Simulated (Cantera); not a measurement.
An adiabatic, constant-pressure homogeneous reactor starts with CH4 : CO : O2 : N2 : H2O = 1 : 0.4 : 4.78 : 18 : 1.9 (molar parts), equivalence ratio 0.46, at 1350 K and 19500 Torr.

Model: GRI-Mech 3.0 (53 species, 325 reactions), integrated in Cantera. The pressure lies above the range GRI-Mech 3.0 was tuned for (to about 10 atm).

One state of this run: T (K) = 2147; x CH4 = <1e-12; x CO = 0.0118; x O2 = 0.104; x CH2CO = 4.84e-11; x NO2 = 2.51e-8; x N2O = 3.36e-6. x: mole fraction; the columns are a selection and need not sum to one.

**Question.** Which value of t (s) does it belong to?
A) 3.00
B) 0.000312
C) 0.953
D) 3.15e-5

**Answer.** B, 0.000312
